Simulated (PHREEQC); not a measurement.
# Leach liquor: speciation

Solution (25 °C): 0.01 mol H2SO4, 0.13 mol ZnSO4 and 0.12 mol Na2SO4 per kg of water. Closed to the air; pH follows from the charge balance.

Computed with PHREEQC (ion-association model, wateq4f.dat).

Precipitation was switched off in this run.

Question: What pH, activity of water does the model give?

Answer: pH 2.34; activity of water 0.992.

Question: In which forms is Zn present?

Answer: ZnSO4 39 %, Zn+2 35 %, Zn(SO4)2-2 26 % of the Zn.
